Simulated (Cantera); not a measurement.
Feed: 1 mol CH₂F₂, 1.6 mol F₂, at 3075 K and 10.0 Torr.

Method: chemical equilibrium by Gibbs-energy minimisation in Cantera with the NASA 1993 tables (ideal gas, pure condensed phases). Candidate condensed phases: C, C₆H₆, C₇H₈, C₈H₁₈; 95 gas species. Kinetics and transport are ignored.

Base state: F 0.518, HF 0.353, CF 0.0593, C₃ 0.0314, H 0.0141, CF₂ 0.0128, C 0.00649, C₂ 0.00381 (mole fractions); condensed: gas only.

Task: What changes in the equilibrium state with this change: temperature from 3075 K to 1350 K?

Result: 
| species | before | after |
|---|---|---|
| HF | 0.353 | 0.714 |
| CF₄ | 2.29e-7 | 0.286 |
| CF₂ | 0.0128 | 1.63e-5 |
| F | 0.518 | 2.19e-6 |
| CF | 0.0593 | <1e-9 |
| C₃ | 0.0314 | <1e-9 |
| H | 0.0141 | 1.15e-9 |
| C | 0.00649 | <1e-9 |
| C₂ | 0.00381 | <1e-9 |
| C₅ | 0.000519 | <1e-9 |
| C(graphite), mol | 0 | 0.200 |
Gases not in the tables: C₂F₆ and larger saturated fluorocarbons.

Task: What changes in the equilibrium state with this change: F₂ from 1.6 to 0.096 mol?

Result: 
| species | before | after |
|---|---|---|
| HF | 0.353 | 0.667 |
| F | 0.518 | 0.150 |
| H | 0.0141 | 0.0919 |
| CF₂ | 0.0128 | 0.00127 |
| CF | 0.0593 | 0.0202 |
| C₃ | 0.0314 | 0.0510 |
| C₂H₂ (acetylene) | 3.80e-6 | 0.000222 |
| H₂ | 6.82e-5 | 0.00288 |
| C₂H | 0.000150 | 0.00135 |
| CH | 2.46e-6 | 1.88e-5 |
| C(graphite), mol | 0 | 0.471 |
